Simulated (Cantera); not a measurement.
A closed system holds: 1 mol Fe₂O₃, 5 mol CH₄, 0.023 mol CO, held at 10.0 mbar.

Method: chemical equilibrium by Gibbs-energy minimisation in Cantera with the NASA 1993 tables (ideal gas, pure condensed phases). Candidate condensed phases: C, C₆H₆, C₇H₈, C₈H₁₈, Fe, Fe(CO)₅, FeO, Fe(OH)₂, Fe(OH)₃, Fe₂O₃, Fe₃O₄, H₂O; 114 gas species. Iron dissolves carbon and melts from about 1420 K in contact with it, which pure phases cannot show. Condensed phases not in the tables: cementite and carbon dissolved in iron. Equilibrium is a limit: real reactors are often held back by kinetics, nucleation or transport.

log p: log10 of the partial pressure in bar; n: condensed amount in mol.

```
T (K)  log p H₂  log p CO  log p H  log p Fe  log p CH₄  n C(graphite)  n Fe(α)  n Fe(γ)  n Fe(δ)
-----  --------  --------  -------  --------  ---------  -------------  -------  -------  -------
1175      -2.11     -2.63    -7.97    -10.68      -5.95           2.00     2.00        0        0
1225      -2.11     -2.63    -7.56     -9.95      -6.11           2.00        0     2.00        0
1275      -2.11     -2.63        ?         ?          ?           2.00        0     2.00        0
1325      -2.11     -2.63        ?         ?          ?           2.00        0     2.00        0
1375      -2.11     -2.63    -6.52     -8.09      -6.53           2.00        0     2.00        0
1425      -2.11     -2.63    -6.22     -7.55      -6.65           2.00        0     2.00        0
1475      -2.11     -2.63    -5.94     -7.06      -6.77           2.00        0     2.00        0
1525      -2.11     -2.63    -5.68     -6.60      -6.87           2.00        0     2.00        0
1575      -2.11     -2.63    -5.44     -6.17      -6.97           2.00        0     2.00        0
1625      -2.12     -2.63    -5.21     -5.76      -7.06           2.00        0     2.00        0
1675      -2.12     -2.63    -4.99     -5.38      -7.15           2.00        0        0     1.99
```

### Question
What belongs in the gaps?

### Answer

- 1275, log p H: -7.19
- 1275, log p Fe: -9.28
- 1275, log p CH₄: -6.26
- 1325, log p H: -6.84
- 1325, log p Fe: -8.66
- 1325, log p CH₄: -6.40
